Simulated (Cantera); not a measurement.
Charge: 1 mol NaCl, 0.32 mol HCl, 0.11 mol N2, equilibrated at 1848 K and 7.50 Torr.

These are equilibrium values from Cantera (NASA tables, ideal gas, pure condensed phases), not measurements of a reactor. Candidate condensed phases: NH4Cl, Na, NaCl; 17 gas species. Kinetics and transport are ignored.

Base state: NaCl 0.692, HCl 0.212, N2 0.0764, Cl 0.0119, H2 0.00510, Na 0.00138, Na2Cl2 0.000615, H 0.000379 (mole fractions); condensed: gas only.

Problem. What changes in the equilibrium state with this change: temperature from 1848 K to 725 K?

Solution. 
```tsv
species	before	after
HCl	0.212	0.744
N2	0.0764	0.256
NaCl	0.692	2.72e-7
Cl	0.0119	3.21e-9
Na	0.00138	<1e-9
H	0.000379	<1e-9
H2	0.00510	5.64e-8
Na2Cl2	0.000615	4.19e-8
NaCl(s), mol	0	1.00
```

Problem. What changes in the equilibrium state with this change: pressure from 7.50 Torr to 0.00225 Torr?

Solution. 
```csv
species,before,after
NaCl,0.692,0.409
Cl,0.0119,0.216
Na,0.00138,0.150
H,0.000379,0.0370
H2,0.00510,0.0146
HCl,0.212,0.112
N2,0.0764,0.0614
Na2Cl2,0.000615,6.43e-8
```
